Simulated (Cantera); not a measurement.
Adiabatic ignition

An adiabatic, constant-pressure homogeneous reactor starts with CH₄ : CO : O₂ : N₂ = 1 : 0.37 : 1.15 : 4.32 (molar parts), equivalence ratio 1.9, at 1775 K and 640000 Pa.

Model: GRI-Mech 3.0 (53 species, 325 reactions), integrated in Cantera.

```json
[
 {"t (s)": "3.00e-6", "T (K)": "1774", "x CH₄": "0.146", "x CO": "0.0541", "x O₂": "0.168", "x C₂H": "<1e-12", "x NO₂": "<1e-12"},
 {"t (s)": "1.28e-5", "T (K)": "1780", "x CH₄": "0.142", "x CO": "0.0541", "x O₂": "0.166", "x C₂H": "1.35e-11", "x NO₂": "<1e-12"},
 {"t (s)": "5.46e-5", "T (K)": "2845", "x CH₄": "7.93e-11", "x CO": "0.151", "x O₂": "0.000154", "x C₂H": "<1e-12", "x NO₂": "1.79e-8"},
 {"t (s)": "0.000233", "T (K)": "2843", "x CH₄": "6.14e-11", "x CO": "0.151", "x O₂": "0.000151", "x C₂H": "<1e-12", "x NO₂": "2.88e-8"},
 {"t (s)": "0.000994", "T (K)": "2842", "x CH₄": "6.23e-11", "x CO": "0.151", "x O₂": "0.000149", "x C₂H": "<1e-12", "x NO₂": "3.81e-8"},
 {"t (s)": "0.00424", "T (K)": "2842", "x CH₄": "6.23e-11", "x CO": "0.151", "x O₂": "0.000149", "x C₂H": "<1e-12", "x NO₂": "3.83e-8"},
 {"t (s)": "0.0181", "T (K)": "2842", "x CH₄": "6.23e-11", "x CO": "0.151", "x O₂": "0.000149", "x C₂H": "<1e-12", "x NO₂": "3.83e-8"},
 {"t (s)": "0.0772", "T (K)": "2842", "x CH₄": "6.23e-11", "x CO": "0.151", "x O₂": "0.000149", "x C₂H": "<1e-12", "x NO₂": "3.83e-8"},
 {"t (s)": "0.330", "T (K)": "2842", "x CH₄": "6.23e-11", "x CO": "0.151", "x O₂": "0.000149", "x C₂H": "<1e-12", "x NO₂": "3.83e-8"},
 {"t (s)": "1.41", "T (K)": "2842", "x CH₄": "6.23e-11", "x CO": "0.151", "x O₂": "0.000149", "x C₂H": "<1e-12", "x NO₂": "3.83e-8"},
 {"t (s)": "6.00", "T (K)": "2842", "x CH₄": "6.23e-11", "x CO": "0.151", "x O₂": "0.000149", "x C₂H": "<1e-12", "x NO₂": "3.83e-8"}
]
```
x: mole fraction; the columns are a selection and need not sum to one.

```
Quantity                                                               Value
---------------------------------  -----------------------------------------
time of steepest temperature rise                                    35.0 µs
temperature at 6.00 s                                                 2842 K
equilibrium temperature                                               2842 K
x(CH₄) at 6.00 s                   6.23e-11 (gas-phase equilibrium 7.03e-11)
x(CO) at 6.00 s                          0.151 (gas-phase equilibrium 0.151)
x(O₂) at 6.00 s                    0.000149 (gas-phase equilibrium 0.000149)
```
